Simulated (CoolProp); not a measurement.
Properties of CH2F2 (R32) along the isotherm 256.4 K (Tc = 351.3 K, pc = 5783 kPa, ω = 0.277).

The numbers come from the reference Helmholtz-energy equation of state, Tillner-Roth 1997 in CoolProp.

| p (kPa) | phase | Z | cv (kJ/(kg K)) | speed of sound (m/s) | Joule-Thomson coefficient (K/MPa) | expansivity (1/kK) |
|---|---|---|---|---|---|---|
| 183 | gas | 0.9593 | 0.6624 | 221.8 | 43.69 | 4.587 |
| 268 | gas | [?] | 0.6928 | 218.9 | 43.21 | 4.982 |
| 394 | gas | 0.9078 | 0.7496 | 214.3 | 42.62 | 5.712 |
| 578 | liquid | 0.01270 | 0.9338 | 788.5 | -0.1414 | 2.877 |
| 849 | liquid | 0.01864 | 0.9338 | 790.5 | -0.1433 | 2.864 |
| 1250 | liquid | 0.02742 | 0.9339 | 793.5 | -0.1460 | 2.844 |
| 1830 | liquid | 0.04008 | 0.9339 | 797.8 | -0.1499 | 2.818 |
| 2680 | liquid | 0.05857 | 0.9340 | 803.9 | -0.1554 | [?] |
| 3940 | liquid | 0.08584 | 0.9342 | 812.8 | -0.1631 | 2.726 |
| 5780 | liquid | 0.1254 | 0.9345 | [?] | -0.1736 | 2.654 |
| 8490 | liquid | 0.1831 | 0.9350 | 843.1 | -0.1876 | [?] |
| 12500 | liquid | 0.2673 | 0.9360 | 867.9 | -0.2058 | 2.432 |
| 18300 | liquid | 0.3871 | 0.9375 | 901.3 | -0.2278 | 2.281 |
| 26800 | liquid | 0.5588 | 0.9400 | 946.0 | -0.2534 | 2.103 |
| 39400 | liquid | 0.8067 | 0.9437 | 1005 | -0.2816 | 1.904 |
| 57800 | liquid | 1.157 | 0.9492 | 1082 | -0.3101 | 1.695 |

### Question
Fill in the missing entries.

### Answer

- 268, Z: 0.9392
- 2680, expansivity (1/kK): 2.780
- 5780, speed of sound (m/s): 825.4
- 8490, expansivity (1/kK): 2.557
